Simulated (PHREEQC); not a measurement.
Make-up at 25 °C: 0.2 mol/kgw Na2SO4, 0.24 mol/kgw KBr and 0.011 mol/kgw Mg(NO3)2. Closed to the air; pH follows from the charge balance.

The numbers come from PHREEQC with the ion-association model, wateq4f.dat.

Precipitation was switched off in this run.

**Question.** Order these S species by the share of S that they hold, largest first: KSO4-, NaSO4-, MgSO4, SO4-2.

**Answer.** SO4-2 (61 %), NaSO4- (21 %), KSO4- (15 %), MgSO4 (3.1 %)

The ionic strength is 0.706 mol/kgw. Ionic strength above about 0.7 mol/kgw puts this run outside the model's range. Species that the database lacks are ignored.
